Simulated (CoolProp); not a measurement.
Vapour-liquid equilibrium of R22 (1) + R142b (2) at -32.35 °C; x and y are mole fractions of (1).

Computed with CoolProp (multi-fluid Helmholtz-energy mixture model, Kamei 1995 and Lemmon 2006; pair parameters Bell 2016).

```
x      bubble pressure (MPa)  y at the bubble point  dew pressure at overall composition x (MPa)  liquid density (mol/L)
-----  ---------------------  ---------------------  -------------------------------------------  ----------------------
0.05                 0.04092                  0.173                                      0.03693                   12.53
0.125                0.04876                  0.357                                      0.03928                   12.75
0.2                  0.05644                  0.488                                      0.04193                   12.99
0.275                0.06410                  0.589                                      0.04495                   13.23
0.35                 0.07186                  0.670                                      0.04843                   13.48
0.425                0.07979                  0.736                                      0.05247                   13.74
0.5                  0.08797                  0.792                                      0.05722                   14.01
0.575                0.09643                  0.839                                      0.06289                   14.29
0.65                  0.1052                  0.880                                      0.06976                   14.57
0.725                 0.1142                  0.914                                      0.07831                   14.86
0.8                   0.1234                  0.943                                      0.08928                   15.16
0.875                 0.1327                  0.968                                       0.1041                   15.47
0.95                  0.1421                  0.988                                       0.1258                   15.79
```

No azeotrope shows between x = 0.05 and 0.95.

Pair parameters are fitted to limited data, so mixtures are less certain than the pure fluids.
